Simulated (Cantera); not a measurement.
Mixture: CO : H2 : O2 : N2 = 1 : 0.064 : 0.38 : 1.43 (molar parts), at 500000 Pa, adiabatic and at constant pressure. Ignition delay is the time to a rise of 400 K.

Model: GRI-Mech 3.0 (53 species, 325 reactions), integrated in Cantera. The hydrogen kinetics of GRI-Mech 3.0 are dated; newer H2 mechanisms differ, most at raised pressure. Below about 950 K walls govern HO2 and H2O2 in real vessels.

**Question.** What does this change do: constant volume in place of constant pressure?

**Answer.** 
```json
[
 {"quantity": "delay at 850 K", "before": "0.268 s", "after": "0.223 s"},
 {"quantity": "delay at 925 K", "before": "23.2 ms", "after": "19.6 ms"},
 {"quantity": "delay at 1000 K", "before": "2.81 ms", "after": "2.45 ms"},
 {"quantity": "delay at 1075 K", "before": "0.391 ms", "after": "0.355 ms"},
 {"quantity": "delay at 1150 K", "before": "78.5 µs", "after": "73.6 µs"},
 {"quantity": "delay at 1225 K", "before": "33.0 µs", "after": "30.5 µs"},
 {"quantity": "delay at 1300 K", "before": "20.0 µs", "after": "18.1 µs"},
 {"quantity": "apparent activation energy between 1150 and 1300 K", "before": "110 kJ/mol", "after": "120 kJ/mol"}
]
```
